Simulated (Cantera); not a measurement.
Input: 1 mol S, 2.2 mol H₂O, 0.96 mol N₂, equilibrated at 3248 K and 4.60 bar.

These are equilibrium values from Cantera (NASA tables, ideal gas, pure condensed phases), not measurements of a reactor. Candidate condensed phases: H₂O, H₂SO₄, S; 35 gas species. Rates play no part.

Base state: H₂O 0.240, N₂ 0.221, H₂ 0.208, SO 0.0926, H 0.0679, SO₂ 0.0657, OH 0.0310, S 0.0254 (mole fractions); condensed: gas only.

Task: What changes in the equilibrium state with this change: N₂ from 0.96 to 3.5 mol?

Result: 
```
species    before     after
-------  --------  --------
N₂          0.221     0.501
H₂O         0.240     0.139
H₂          0.208     0.132
S₂         0.0121   0.00621
SH         0.0195    0.0111
SO₂        0.0657    0.0394
SO         0.0926    0.0606
S          0.0254    0.0182
OH         0.0310    0.0226
H          0.0679    0.0541
H₂S       0.00359   0.00163
S₂O      0.000553  0.000259
N         1.34e-5   2.02e-5
NO        0.00379   0.00523
```

Task: What changes in the equilibrium state with this change: pressure from 4.60 bar to 7.90 mbar?

Result: 
```tsv
species	before	after
H	0.0679	0.494
O	0.00604	0.219
N₂	0.221	0.118
H₂O	0.240	0.00136
SO₂	0.0657	0.000998
S₂	0.0121	0.000321
SH	0.0195	0.000957
H₂	0.208	0.0189
SO	0.0926	0.0226
S	0.0254	0.0997
OH	0.0310	0.0140
H₂S	0.00359	2.21e-6
S₂O	0.000553	9.12e-7
```
